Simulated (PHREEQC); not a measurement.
# Hard or scaling water

Dissolve 2.4 mmol/kgw MgCl2 and 2.7 mmol/kgw CO2 at 30 °C. Closed to the air; pH follows from the charge balance.

Computed with PHREEQC (Pitzer model, pitzer.dat).

This is a speciation only: nothing precipitates in the calculation.

### Question
Predict the pH.

### Answer
pH 4.45.

### Question
In which forms is C present?

### Answer
CO2 99 %, HCO3- 1.5 % of the C.
